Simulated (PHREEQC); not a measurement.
Synthetic water in mg/kgw, 25 °C, pH 6.8, pe 10.3:

| constituent | mg/kgw |
|---|---|
| Na | 0.018 |
| K | 0.000491 |
| Ca | 0.0421 |
| Mg | 0.0154 |
| Cl | 0.0293 |
| S(6) as SO4 | 0.0174 |
| Alkalinity as HCO3 | 0.18 |
| Cu(2) | 0.00011 |

Valence states are taken as typed.

The numbers come from PHREEQC with the ion-association model, wateq4f.dat.

```
quantity                   before     after
-----------------------  --------  --------
HCO3- (mol/kgw)           3.04e-6   2.34e-6
CO2 (mol/kgw)             1.08e-6   7.35e-7
Cu+2 (mol/kgw)           9.15e-10  9.15e-10
CO3-2 (mol/kgw)          9.08e-10   1.10e-9
Cu(OH)2 (mol/kgw)        7.53e-10  7.52e-10
CuOH+ (mol/kgw)          5.73e-11  5.72e-11
SI of Tenorite (CuO)        -3.06     -1.74
SI of Cu(OH)2 (Cu(OH)2)     -4.08     -2.76
```

Problem. What was changed between the two runs?
A. pH from 6.8 to 6.3 at the same alkalinity
B. temperature from 25 to 65 °C at the same typed pH
C. K from 0.000491 to 0.000246 mg/kgw
D. Cl from 0.0293 to 0.0146 mg/kgw

Solution. B, temperature from 25 to 65 °C at the same typed pH

This is a speciation only: nothing precipitates in the calculation. Away from 25 °C the constants follow the database's enthalpies or fits; those with neither stay at their 25 °C values. The database's constant for dissolved Cu(OH)2 is higher than later reviews accept.
